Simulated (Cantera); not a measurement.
A perfectly stirred reactor is fed with C2H4 : H2 = 1 : 4.6 (molar parts), at 0.750 Torr; it is held at 2000 K, and followed from long to short residence time.

Computed with Cantera and GRI-Mech 3.0 (53 species, 325 reactions). GRI-Mech 3.0 was tuned for natural gas; its chemistry of ethylene as a main component is partial and can be far from experiment. GRI-Mech 3.0 stops at C3 and has no aromatics, soot or wall deposition, so with more carbon than oxygen in the feed, carbon stays in small species such as C2H2 where larger ones or solid carbon would form. Radical loss at walls, strong at low pressure, is not modelled.

x: mole fraction; the columns are a selection and need not sum to one.

```tsv
τ (s)	x C2H4	x H2	x C2H	x C2H2	x CH3
7.0	9.00e-5	0.843	1.97e-5	0.151	[?]
3.0	0.000357	0.846	9.90e-6	0.151	[?]
1.3	0.00123	0.847	5.30e-6	0.150	[?]
0.55	0.00380	0.847	3.01e-6	0.148	[?]
0.24	0.00999	0.846	1.88e-6	0.143	[?]
0.10	0.0244	0.844	1.21e-6	0.131	[?]
0.043	0.0505	0.841	7.66e-7	0.109	[?]
0.018	0.0894	0.835	3.92e-7	0.0755	[?]
0.0079	0.127	0.829	1.46e-7	0.0439	[?]
0.0034	0.153	0.825	3.72e-8	0.0215	[?]
```

### Question
Some entries are withheld; supply them.

### Answer

- 7.0, x CH3: 1.23e-5
- 3.0, x CH3: 6.14e-6
- 1.3, x CH3: 2.80e-6
- 0.55, x CH3: 1.28e-6
- 0.24, x CH3: 6.77e-7
- 0.10, x CH3: 4.28e-7
- 0.043, x CH3: 3.45e-7
- 0.018, x CH3: 3.00e-7
- 0.0079, x CH3: 2.29e-7
- 0.0034, x CH3: 1.35e-7
